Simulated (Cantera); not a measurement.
Input: 1 mol CS2, 0.068 mol O2, at 7.30 bar.

Cantera equilibrium calculation (NASA polynomials, part measured and part estimated; ideal gas, pure solids and liquids). Candidate condensed phases: C, S; 22 gas species. Gases not in the tables: S3 to S7. Equilibrium is a limit: real reactors are often held back by kinetics, nucleation or transport.

Over these rows the condensed part is C(graphite). Partial pressures as log10 of bar:

```csv
T (K),1000/T (1/K),log p CO2,log p CS2,log p S2,log p CO,log p COS
898,1.1136,-1.55,0.75,-0.19,-1.16,-0.09
1048,0.9542,-1.80,0.75,-0.11,-0.57,-0.21
1198,0.8347,-2.26,0.74,-0.06,-0.28,-0.45
1348,0.7418,-2.84,0.74,-0.02,-0.16,-0.74
1498,0.6676,?,0.73,0.01,-0.11,-1.01
1648,0.6068,-3.86,0.73,0.04,-0.09,-1.26
```

**Question.** Fit log p(CO2) = a + b·(1000/T) to the five rows, give the apparent enthalpy, and predict the row at 1498 K.

**Answer.** Means: 1000/T = 0.8502, log p = -2.462. Sxy = 0.687186, Sxx = 0.1514299, so b = 4.54 and a = -2.462 − (4.54)×0.8502 = -6.32.
Apparent enthalpy: −19.145 × (4.54) = -87 kJ/mol. With the condensed phases at unit activity, 2 CO(g) = CO2(g) + C(graphite) links this pressure to the main gases: over the six rows their terms move log p by +2.14 in all, so the slope isn't that reaction's ΔH° alone. The five rows lie within 0.29 of the line; that is curvature, so one enthalpy describes this range poorly.
Prediction at 1498 K: -6.32 + (4.54)×0.6676 = -3.29. The computed value is -3.38, 0.09 from the line.
